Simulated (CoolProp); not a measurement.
Saturated liquid density (kg/m³) of tetrahydrofuran: the reference equation beside estimates from Tc = 540.2 K, pc = 5304 kPa, ω = 0.234. Rackett uses Z = 0.29056 − 0.08775 ω.

Computed with CoolProp (reference Helmholtz-energy equation of state, Fiedler 2023).

| T (K) | reference | Rackett | Redlich-Kwong |
|---|---|---|---|
| 250.8 | (withheld) | 943.1 | 846.7 |
| 265.1 | 917.8 | (withheld) | 833.7 |
| 279.3 | 902.5 | 913.4 | 820.1 |
| 293.5 | 887.0 | (withheld) | 805.8 |
| 307.8 | 871.3 | 882.3 | (withheld) |
| 322 | 855.3 | 866.3 | 775.1 |
| 336.3 | 839.0 | 849.7 | (withheld) |
| 350.5 | 822.3 | 832.6 | 741.2 |
| 364.7 | 805.3 | 815.1 | 722.9 |
| 379 | 787.6 | 796.7 | 703.5 |
| 393.2 | 769.4 | 777.7 | 683.1 |
| 407.5 | (withheld) | 757.8 | 661.3 |

Task: What belongs in the gaps?

Result: 
- 250.8, reference: 933.0
- 265.1, Rackett: 928.3
- 293.5, Rackett: 898.1
- 307.8, Redlich-Kwong: 790.8
- 336.3, Redlich-Kwong: 758.5
- 407.5, reference: 750.4

Absolute difference from the reference over all 12 rows, mean and median: Rackett 1.2 and 1.2 %, Redlich-Kwong 9.9 and 9.5 %.
